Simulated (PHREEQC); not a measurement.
Make-up at 25 °C: 0.25 mol/kgw HF, 0.055 mol/kgw H2SiF6 and 0.0046 mol/kgw H3PO4. Closed to the air; pH follows from the charge balance.

Model: ion-association model, wateq4f.dat, run in PHREEQC.

```csv
quantity,before,after
pH,1.04,1.90
ionic strength (mol/kgw),0.168,0.0141
HF (mol/kgw),0.140,0.136
H2F2 (mol/kgw),0.0533,0.0486
F- (mol/kgw),0.00149,0.00811
HF2- (mol/kgw),0.000831,0.00425
```

**Question.** What was changed between the two runs?
(A) H3PO4 left out
(B) H3PO4 replaced by NaH2PO4 at the same molality
(C) temperature from 25 to 10 °C
(D) H2SiF6 left out
(E) H3PO4 from 0.0046 to 0.046 mol/kgw

**Answer.** D, H2SiF6 left out

Precipitation was switched off in this run. wateq4f.dat counts part of the HF as a dimer, H2F2, which phreeqc.dat doesn't know; its constant is uncertain. H3PO4, which wateq4f.dat lacks, is added to it with the constant of phreeqc.dat. SiF6-2 is the database's only silicon fluoride.
